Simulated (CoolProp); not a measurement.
A simple Rankine cycle with vinyl chloride: condensing at 298.15 K, boiler at 2.93 MPa, turbine inlet 401.2 K, turbine efficiency 0.7, pump efficiency 0.6, no recuperator. Each further row changes one setting.

Values from CoolProp's reference Helmholtz-energy equation of state, Thol 2022.

```csv
case,thermal efficiency (%),net work (kJ/kg),heat in (kJ/kg),turbine exit temperature (K),volume ratio over the turbine
as stated,12.7,48.2,379,306.9,7.18
turbine inlet 421.2 K,13.2,53.7,407,330.9,6.99
condensing temperature 290.15 K,13.8,54.1,391,298.2,9.02
boiler pressure 2.05 MPa,11.3,45.1,398,330.3,4.85
turbine efficiency 0.6,10.7,40.7,379,314.8,7.41
```
